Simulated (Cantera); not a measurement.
Input (Python, Cantera) and output of one run.

```python
import numpy as np
import cantera as ct

gas_names = """
    CL CL2 H HCL H2 Si SiCL SiCL2 SiCL3 SiCL4 SiH SiHCL3 SiH2 SiH2CL2 SiH3 SiH3CL SiH4 Si2 Si3
""".split()
cond_names = """
    Si(cr) Si(L)
""".split()


# ... load() reads the species with a 1 bar reference pressure and builds the phases ...
atoms = {
    'SiCl4': {'Si': 1, 'CL': 4},
    'Cl2': {'CL': 2},
    'H2': {'H': 2},
}
top_T = {}  # K; cautious upper limits of use, not melting points


# ... equilibrate(T, P, feed) seeds the gas with the atoms and calls Mixture.equilibrate('TP', solver="vcs", rtol=1e-11, max_steps=5000) ...
results = []
feed = {'SiCl4': 1, 'Cl2': 0.55, 'H2': 11}  # mol
P = 101325  # Pa
for T in [948, 973, 998, 1023, 1048, 1073, 1098, 1123, 1148, 1173, 1198, 1223, 1248, 1273]:
    mix = equilibrate(T, P, feed)
    results.append((T, P, feed, dict(zip(mix.species_names, mix.species_moles))))

top = {s: max(r[3][s] / sum(r[3][g] for g in gas_names) for r in results) for s in gas_names}
cols = sorted((s for s in top if top[s] > 1e-05), key=lambda s: -top[s])[:6]
seen = [c for c in cond_names if any(r[3].get(c, 0) > 1e-12 for r in results)]
print("log10 of partial pressures in bar; condensed amounts in mol")
print(f"{'T/K':>10s}" + "".join(f"{s[:9]:>10s}" for s in cols + seen))
for T, P, feed, n in results:
    ng = sum(n[g] for g in gas_names)
    print(f"{T:10.4g}" + "".join(f"{np.log10(max(n[s] / ng * P / 1e5, 1e-99)):10.3f}" for s in cols)
          + "".join(f"{n.get(c, 0):10.4g}" for c in seen))
```

Result:

```
log10 of partial pressures in bar; condensed amounts in mol
       T/K        H2       HCL     SiCL4    SiHCL3     SiCL3     SiCL2
       948    -0.075    -1.036    -1.111    -2.497    -4.525    -6.410
       973    -0.076    -1.032    -1.115    -2.409    -4.285    -5.998
       998    -0.076    -1.028    -1.120    -2.327    -4.059    -5.609
      1023    -0.077    -1.024    -1.125    -2.251    -3.846    -5.243
      1048    -0.077    -1.019    -1.132    -2.181    -3.646    -4.897
      1073    -0.078    -1.013    -1.139    -2.116    -3.457    -4.571
      1098    -0.079    -1.007    -1.147    -2.056    -3.279    -4.263
      1123    -0.080    -1.000    -1.157    -2.002    -3.112    -3.972
      1148    -0.081    -0.992    -1.167    -1.954    -2.955    -3.699
      1173    -0.082    -0.983    -1.180    -1.910    -2.808    -3.442
      1198    -0.083    -0.974    -1.193    -1.873    -2.671    -3.201
      1223    -0.084    -0.963    -1.209    -1.841    -2.544    -2.977
      1248    -0.086    -0.951    -1.228    -1.816    -2.427    -2.769
      1273    -0.088    -0.937    -1.249    -1.798    -2.321    -2.577
```

Cantera equilibrium calculation (NASA polynomials, part measured and part estimated; ideal gas, pure solids and liquids). The tables' values for SiCl3 are old estimates; treat these amounts as uncertain.
